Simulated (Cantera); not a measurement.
A perfectly stirred reactor is fed with H₂ : O₂ : N₂ = 1.2 : 1 : 13 (molar parts), equivalence ratio 0.60, at 100.0 Torr; it is held at 1325 K, and followed from long to short residence time.

Model: the H2/O2 subset of GRI-Mech 3.0, which has no nitrogen chemistry, integrated in Cantera. The temperature is held fixed by assumption; the heat of reaction is taken as removed at once.

Predict: x(H₂) at τ = 5.60 s; x(O₂) at τ = 5.60 s; x(H₂O) at τ = 5.60 s; x(OH) at τ = 5.60 s; x(HO₂) at τ = 5.60 s; x(H₂) at τ = 32.0 ms; x(O₂) at τ = 32.0 ms; x(H₂O) at τ = 32.0 ms; x(OH) at τ = 32.0 ms; x(HO₂) at τ = 32.0 ms.


```json
{
  "x(H₂) at τ = 5.60 s": "0.000112",
  "x(O₂) at τ = 5.60 s": "0.0273",
  "x(H₂O) at τ = 5.60 s": "0.0819",
  "x(OH) at τ = 5.60 s": "0.000285",
  "x(HO₂) at τ = 5.60 s": "5.58e-7",
  "x(H₂) at τ = 32.0 ms": "0.00287",
  "x(O₂) at τ = 32.0 ms": "0.0282",
  "x(H₂O) at τ = 32.0 ms": "0.0765",
  "x(OH) at τ = 32.0 ms": "0.00149",
  "x(HO₂) at τ = 32.0 ms": "1.98e-6"
}
```
